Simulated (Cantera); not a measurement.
An adiabatic, constant-volume homogeneous reactor starts with 26.3 % H₂, 6.58 % O₂, 64.5 % N₂, 2.63 % H₂O, at 1748 K and 3750 Torr.

Model: GRI-Mech 3.0 (53 species, 325 reactions), integrated in Cantera. The hydrogen kinetics of GRI-Mech 3.0 are dated; newer H2 mechanisms differ, most at raised pressure.

### Question
Predict: time of steepest temperature rise; temperature at 0.900 s; equilibrium temperature; x(H₂) at 0.900 s; x(O₂) at 0.900 s; x(H₂O) at 0.900 s; x(OH) at 0.900 s; x(HO₂) at 0.900 s; x(N₂O) at 0.900 s; x(NO) at 0.900 s.

### Answer
```
Property                                                               Value
---------------------------------  -----------------------------------------
time of steepest temperature rise                                    2.53 µs
temperature at 0.900 s                                                2759 K
equilibrium temperature                                               2759 K
x(H₂) at 0.900 s                         0.137 (gas-phase equilibrium 0.137)
x(O₂) at 0.900 s                     6.68e-5 (gas-phase equilibrium 6.68e-5)
x(H₂O) at 0.900 s                        0.164 (gas-phase equilibrium 0.164)
x(OH) at 0.900 s                     0.00313 (gas-phase equilibrium 0.00313)
x(HO₂) at 0.900 s                    1.33e-7 (gas-phase equilibrium 1.33e-7)
x(N₂O) at 0.900 s                    8.24e-8 (gas-phase equilibrium 8.24e-8)
x(NO) at 0.900 s                   0.000580 (gas-phase equilibrium 0.000580)
```
